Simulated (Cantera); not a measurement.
Feed: 1 mol TiC, 0.0043 mol C, 0.78 mol H2, equilibrated at 0.970 bar.

Cantera equilibrium calculation (NASA polynomials, part measured and part estimated; ideal gas, pure solids and liquids). Candidate condensed phases: C, C6H6, C7H8, C8H18, Ti, TiC; 77 gas species. TiC: taken at fixed stoichiometry. Kinetics and transport are ignored. All values below are at 2725 K.

Base state: H2 0.936, H 0.0613, C2H2 (acetylene) 0.00264, Ti 6.70e-5, CH3 3.38e-5, CH4 3.03e-5, C2H 1.92e-5 (mole fractions); condensed: TiC(s).

Question: What changes in the equilibrium state with this change: C from 0.0043 to 0.009 mol?

Answer: 
```json
[
 {"species": "H2", "before": "0.936", "after": "0.933"},
 {"species": "H", "before": "0.0613", "after": "0.0612"},
 {"species": "C2H2 (acetylene)", "before": "0.00264", "after": "0.00548"},
 {"species": "Ti", "before": "6.70e-5", "after": "4.64e-5"},
 {"species": "C4H2", "before": "3.09e-6", "after": "1.34e-5"},
 {"species": "C2H", "before": "1.92e-5", "after": "3.99e-5"},
 {"species": "TiC(s), mol", "before": "1.000", "after": "1.000"}
]
```
